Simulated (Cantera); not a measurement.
A closed system holds: 1 mol Si3N4, 0.01 mol C, 9 mol H2, equilibrated at 2625 K and 0.450 bar.

Cantera equilibrium calculation (NASA polynomials, part measured and part estimated; ideal gas, pure solids and liquids). Candidate condensed phases: C, C6H6, C7H8, C8H18, Si, SiC, Si3N4; 105 gas species. The tables' values for SiN are old estimates; treat these amounts as uncertain. Gases not in the tables: Si2H6 and higher silanes. Kinetics and transport are ignored.

Base state: H2 0.742, N2 0.171, H 0.0545, Si 0.0257, SiH 0.00327, SiH2 0.00116, Si2 0.000817, SiN 0.000599 (mole fractions); condensed: Si(l).

**Question.** What changes in the equilibrium state with this change: temperature from 2625 K to 1525 K?

**Answer.** 
```csv
species,before,after
H2,0.742,0.999
N2,0.171,0.000725
H,0.0545,3.53e-5
Si,0.0257,1.60e-8
SiH2,0.00116,7.84e-7
Si2,0.000817,<1e-9
SiN,0.000599,<1e-9
"Si(l), mol",2.60,0
"SiC(s), mol",0,0.00980
"Si3N4(s), mol",0,0.997
```
Mutual solubility and eutectic melting of coexisting phases are not modelled.

**Question.** What changes in the equilibrium state with this change: Si3N4 replaced by TiC?

**Answer.** 
| species | before | after |
|---|---|---|
| H2 | 0.742 | 0.938 |
| H | 0.0545 | 0.0613 |
| C2H2 (acetylene) | 3.20e-6 | 0.000568 |
| N2 | 0.171 | 0 |
| Si | 0.0257 | 0 |
| Ti | 0 | 8.89e-5 |
| SiH | 0.00327 | 0 |
| SiH2 | 0.00116 | 0 |
| Si2 | 0.000817 | 0 |
| Si(l), mol | 2.60 | 0 |
| TiC(s), mol | 0 | 0.999 |
TiC: taken at fixed stoichiometry. Further candidate phases: Ti, TiC.

**Question.** What changes in the equilibrium state with this change: temperature from 2625 K to 1673.15 K?

**Answer.** 
```tsv
species	before	after
H2	0.742	0.998
N2	0.171	0.00222
H	0.0545	0.000170
Si	0.0257	9.31e-7
SiH2	0.00116	1.10e-5
Si2	0.000817	3.59e-9
Si3	0.000135	<1e-9
Si2C	0.000244	4.77e-9
Si(l), mol	2.60	0
Si(s), mol	0	0.0200
SiC(s), mol	0	0.00992
Si3N4(s), mol	0	0.990
```
Mutual solubility and eutectic melting of coexisting phases are not modelled.
